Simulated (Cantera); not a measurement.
Equilibrium for iron carbonyl, mercury and lead vapours: PbO + H2

Feed: 1 mol PbO, 0.26 mol H2, at 1423 K and 0.000430 bar.

These are equilibrium values from Cantera (NASA tables, ideal gas, pure condensed phases), not measurements of a reactor. Candidate condensed phases: H2O, Pb, PbO, PbO2, Pb3O4; 12 gas species. Gases not in the tables: (PbO)n polymers. Equilibrium is a limit: real reactors are often held back by kinetics, nucleation or transport.

```json
{
  "x(PbO)": "0.463",
  "x(Pb)": "0.292",
  "x(H2O)": "0.196",
  "x(O2)": "0.0478",
  "x(OH)": "0.000259",
  "x(H2)": "2.77e-5",
  "x(O)": "1.42e-5",
  "x(H)": "1.69e-6",
  "gas_amount": "1.323 mol",
  "log10 activity of Pb(l) (absent)": "-1.95"
}
```
